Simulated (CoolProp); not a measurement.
n-butane along the isotherm 441.7 K: density (kg/m³) from the reference equation and from simpler models built on Tc = 425.1 K, pc = 3796 kPa, ω = 0.201; each cubic takes its own stable root.

Model: reference Helmholtz-energy equation of state, Bücker 2006, in CoolProp.

| p (kPa) | phase | reference | ideal gas | van der Waals | Redlich-Kwong |
|---|---|---|---|---|---|
| 237 | gas | 3.822 | 3.751 | 3.816 | 3.825 |
| 475 | gas | 7.813 | 7.518 | 7.789 | 7.823 |
| 712 | gas | 11.96 | 11.27 | 11.90 | 11.98 |
| 949 | gas | 16.29 | 15.02 | 16.18 | 16.33 |
| 1190 | gas | 20.92 | 18.83 | 20.73 | 20.97 |
| 1420 | gas | 25.57 | 22.47 | 25.28 | 25.63 |
| 1660 | gas | 30.69 | 26.27 | 30.28 | 30.77 |
| 1900 | gas | 36.15 | 30.07 | 35.57 | 36.24 |
